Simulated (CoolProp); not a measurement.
Chlorine at several states: fugacity coefficient from the reference equation and from simpler models built on Tc = 416.9 K, pc = 76.42 bar, ω = 0.070; each cubic takes its own stable root.

The numbers come from the reference Helmholtz-energy equation of state, Thol 2021 in CoolProp.

| T (K) | p (bar) | phase | reference | van der Waals | Redlich-Kwong | Soave-Redlich-Kwong | Peng-Robinson |
|---|---|---|---|---|---|---|---|
| 340.7 | 10.8 | gas | 0.9139 | 0.9325 | 0.9156 | 0.9147 | 0.9089 |
| 408 | 0.373 | gas | 0.9983 | 0.9985 | 0.9982 | 0.9982 | 0.9980 |
| 424 | 0.23 | gas | 0.9991 | 0.9991 | 0.9990 | 0.9990 | 0.9989 |
| 296.4 | 23.2 | liquid | 0.2986 | 0.6256 | 0.3102 | 0.3017 | 0.2992 |
| 365.1 | 2.86 | gas | 0.9818 | 0.9848 | 0.9815 | 0.9813 | 0.9797 |
| 200.5 | 16.2 | liquid | 0.008078 | 0.1030 | 0.006376 | 0.008639 | 0.009375 |
